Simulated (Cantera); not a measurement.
A perfectly stirred reactor is fed with NH3 : H2 = 1 : 2 (molar parts), at 0.860 bar; it is held at 1625 K, and followed from long to short residence time.

Cantera simulation using the gas-phase N/H chemistry of the illustrative SiF4/NH3 mechanism in the Surface Chemkin manual (1991); the numbers are that mechanism's predictions, not measurements. Walls and surfaces, which speed up NH3 decomposition in real reactors, are not modelled.

Question: What does this change do: H2 2 to 3.6 parts?

Answer: 
| quantity | before | after |
|---|---|---|
| x(NH3) at τ = 2.10 s | 0.281 | 0.193 |
| x(H2) at τ = 2.10 s | 0.699 | 0.797 |
| x(NH) at τ = 2.10 s | 1.97e-7 | 1.47e-7 |
| x(N2H4) at τ = 2.10 s | 3.38e-8 | 1.73e-8 |
| x(NH2) at τ = 2.10 s | 4.39e-5 | 3.14e-5 |
| x(NH3) at τ = 47.0 ms | 0.332 | 0.217 |
| x(H2) at τ = 47.0 ms | 0.668 | 0.783 |
| x(NH) at τ = 47.0 ms | 2.09e-7 | 1.50e-7 |
| x(N2H4) at τ = 47.0 ms | 4.26e-8 | 1.99e-8 |
| x(NH2) at τ = 47.0 ms | 4.93e-5 | 3.37e-5 |

Question: What does this change do: temperature 1625 to 2198 K?

Answer: 
```json
[
 {"quantity": "x(NH3) at τ = 2.10 s", "before": "0.281", "after": "0.00164"},
 {"quantity": "x(H2) at τ = 2.10 s", "before": "0.699", "after": "0.869"},
 {"quantity": "x(NH) at τ = 2.10 s", "before": "1.97e-7", "after": "4.81e-6"},
 {"quantity": "x(N2H4) at τ = 2.10 s", "before": "3.38e-8", "after": "9.02e-11"},
 {"quantity": "x(NH2) at τ = 2.10 s", "before": "4.39e-5", "after": "3.13e-5"},
 {"quantity": "x(NH3) at τ = 47.0 ms", "before": "0.332", "after": "0.0382"},
 {"quantity": "x(H2) at τ = 47.0 ms", "before": "0.668", "after": "0.849"},
 {"quantity": "x(NH) at τ = 47.0 ms", "before": "2.09e-7", "after": "2.19e-5"},
 {"quantity": "x(N2H4) at τ = 47.0 ms", "before": "4.26e-8", "after": "9.73e-9"},
 {"quantity": "x(NH2) at τ = 47.0 ms", "before": "4.93e-5", "after": "0.000324"}
]
```
